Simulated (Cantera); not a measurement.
A perfectly stirred reactor is fed with 6.06 % CH4, 7.87 % H2, 14.6 % O2, 71.5 % N2, at 1.18 atm; it is adiabatic with a 750 K inlet, and is followed from long to short residence time, starting on the burning branch (τ in s: 0.17, 0.071, 0.029, 0.012, 0.0049, 0.002, 0.00083, 0.00034, 0.00014, 5.8e-05, 2.4e-05).

Model: GRI-Mech 3.0 (53 species, 325 reactions), integrated in Cantera.

x: mole fraction; the columns are a selection and need not sum to one.

```tsv
τ (s)	T (K)	x CH4	x H2	x O2	x C2H	x C2H4	x H2O2	x OH
0.17	2316	1.48e-6	0.0147	0.00105	1.94e-12	6.07e-11	(withheld)	0.00294
0.071	2308	2.94e-6	0.0150	0.00133	7.11e-12	2.29e-10	(withheld)	0.00329
0.029	2294	5.48e-6	0.0156	0.00186	2.21e-11	7.19e-10	(withheld)	0.00388
0.012	2271	9.64e-6	0.0165	0.00273	5.65e-11	1.86e-9	(withheld)	0.00472
0.0049	2236	1.70e-5	0.0180	0.00407	1.30e-10	4.34e-9	(withheld)	0.00579
0.0020	2187	3.05e-5	0.0201	0.00590	2.84e-10	9.81e-9	(withheld)	0.00697
0.00083	2125	5.68e-5	0.0225	0.00815	6.21e-10	2.29e-8	(withheld)	0.00804
0.00034	2049	0.000115	0.0251	0.0109	1.47e-9	6.14e-8	(withheld)	0.00880
0.00014	1967	0.000254	0.0276	0.0142	3.91e-9	2.03e-7	(withheld)	0.00900
5.8e-5	1882	0.000639	0.0304	0.0192	1.23e-8	9.41e-7	(withheld)	0.00840
2.4e-5	1773	0.00244	0.0381	0.0319	5.41e-8	1.15e-5	(withheld)	0.00571
```

### Question
Fill in the missing entries.

### Answer

- 0.17, x H2O2: 3.34e-8
- 0.071, x H2O2: 3.98e-8
- 0.029, x H2O2: 5.08e-8
- 0.012, x H2O2: 6.72e-8
- 0.0049, x H2O2: 9.04e-8
- 0.0020, x H2O2: 1.22e-7
- 0.00083, x H2O2: 1.66e-7
- 0.00034, x H2O2: 2.31e-7
- 0.00014, x H2O2: 3.24e-7
- 5.8e-5, x H2O2: 4.45e-7
- 2.4e-5, x H2O2: 5.76e-7
